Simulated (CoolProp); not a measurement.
A closed Brayton cycle with carbon dioxide: compressor inlet 316.15 K and 7.7 MPa, high pressure 21.7 MPa, turbine inlet 665 K, compressor efficiency 0.85, turbine efficiency 0.9, recuperator effectiveness 0.9 (on enthalpy, no pinch check). Each further row changes one setting.

Computed with CoolProp (reference Helmholtz-energy equation of state, Span 1996).

```tsv
case	thermal efficiency (%)	net work (kJ/kg)	compressor to turbine work	compressor exit (K)	turbine exit (K)
as stated	___	55.1	0.47	399.4	555.8
turbine inlet 615 K	23.8	___	0.52	399.4	510.0
compressor inlet 326.15 K	___	47.5	0.54	___	555.8
high pressure 18.4 MPa	26.7	___	___	___	572.9
recuperator effectiveness 0.5	___	55.1	0.47	399.4	555.8
```

Task: Complete the blanks.

Result: 
- as stated, thermal efficiency (%): 27.0
- turbine inlet 615 K, net work (kJ/kg): 45.0
- compressor inlet 326.15 K, thermal efficiency (%): 24.9
- compressor inlet 326.15 K, compressor exit (K): 417.1
- high pressure 18.4 MPa, net work (kJ/kg): 49.5
- high pressure 18.4 MPa, compressor to turbine work: 0.45
- high pressure 18.4 MPa, compressor exit (K): 385.7
- recuperator effectiveness 0.5, thermal efficiency (%): 20.0
